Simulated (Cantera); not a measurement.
## Adiabatic ignition

An adiabatic, constant-pressure homogeneous reactor starts with 8.64 % CH₄, 19.2 % O₂, 72.2 % N₂, equivalence ratio 0.90, at 1500 K and 0.480 bar.

Cantera simulation using GRI-Mech 3.0 (53 species, 325 reactions); the numbers are that mechanism's predictions, not measurements.

| t (s) | T (K) | x CH₄ | x O₂ | x CH₃ | x OH | x CO | x C₂H₂ | x H |
|---|---|---|---|---|---|---|---|---|
| 1.00e-6 | 1500 | 0.0864 | 0.192 | 5.13e-8 | 1.87e-9 | <1e-12 | <1e-12 | 7.49e-9 |
| 4.59e-6 | 1500 | 0.0864 | 0.192 | 2.85e-7 | 7.27e-9 | <1e-12 | <1e-12 | 1.05e-8 |
| 2.10e-5 | 1500 | 0.0864 | 0.192 | 1.49e-6 | 1.21e-8 | 5.38e-11 | <1e-12 | 1.16e-8 |
| 9.65e-5 | 1500 | 0.0863 | 0.192 | 8.70e-6 | 4.16e-8 | 5.79e-9 | <1e-12 | 1.88e-8 |
| 0.000443 | 1500 | 0.0862 | 0.192 | 8.26e-5 | 3.12e-7 | 1.75e-6 | 8.13e-10 | 1.12e-7 |
| 0.00203 | 2321 | <1e-12 | 0.0423 | <1e-12 | 0.0222 | 0.0455 | <1e-12 | 0.0232 |
| 0.00932 | 2655 | <1e-12 | 0.0308 | <1e-12 | 0.0200 | 0.0331 | <1e-12 | 0.00821 |
| 0.0428 | 2653 | <1e-12 | 0.0299 | <1e-12 | 0.0197 | 0.0331 | <1e-12 | 0.00813 |
| 0.196 | 2653 | <1e-12 | 0.0299 | <1e-12 | 0.0197 | 0.0331 | <1e-12 | 0.00813 |
| 0.900 | 2653 | <1e-12 | 0.0299 | <1e-12 | 0.0197 | 0.0331 | <1e-12 | 0.00813 |
x: mole fraction; the columns are a selection and need not sum to one.

| Quantity | Value |
|---|---|
| time of steepest temperature rise | 2.00 ms |
| temperature at 0.900 s | 2653 K |
| equilibrium temperature | 2653 K |
| x(CH₄) at 0.900 s | <1e-12 (gas-phase equilibrium <1e-12) |
| x(O₂) at 0.900 s | 0.0299 (gas-phase equilibrium 0.0299) |
| x(CH₃) at 0.900 s | <1e-12 (gas-phase equilibrium <1e-12) |
